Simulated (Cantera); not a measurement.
## Pyrogenic steam for wet oxidation

An isothermal, constant-pressure homogeneous reactor starts with H2 : O2 : N2 = 1.3 : 1 : 5.6 (molar parts), equivalence ratio 0.65, at 1200 K and 0.415 atm.

Cantera simulation using the H2/O2 subset of GRI-Mech 3.0, which has no nitrogen chemistry; the numbers are that mechanism's predictions, not measurements. The temperature is held fixed by assumption; the heat of reaction is taken as removed at once.

```
t (s)         x H2    x O2       x H      x OH    x H2O2
--------  --------  ------  --------  --------  --------
2.00e-5      0.165   0.127   3.96e-8   3.84e-9  5.48e-11
7.52e-5      0.164   0.127   4.11e-5   4.09e-6   1.10e-8
0.000283   0.00951  0.0526    0.0127   0.00272   3.51e-6
0.00106   0.000596  0.0484  0.000108  0.000472   1.76e-6
0.00399    3.68e-5  0.0483   1.68e-6  0.000119   3.34e-7
0.0150     2.85e-6  0.0483   5.93e-8   4.16e-5   6.29e-8
0.0565     4.05e-7  0.0483   4.41e-9   1.79e-5   1.40e-8
0.212      8.80e-8  0.0483  5.03e-10   8.70e-6   3.59e-9
0.798      2.64e-8  0.0483  8.48e-11   4.70e-6   1.10e-9
3.00       1.64e-8  0.0483  4.00e-11   3.50e-6  6.26e-10
```
x: mole fraction; the columns are a selection and need not sum to one.

Equilibrium at this temperature and pressure: H2 1.61e-8, O2 0.0483, H 3.89e-11, OH 3.46e-6, H2O2 6.12e-10 (gas phase only).
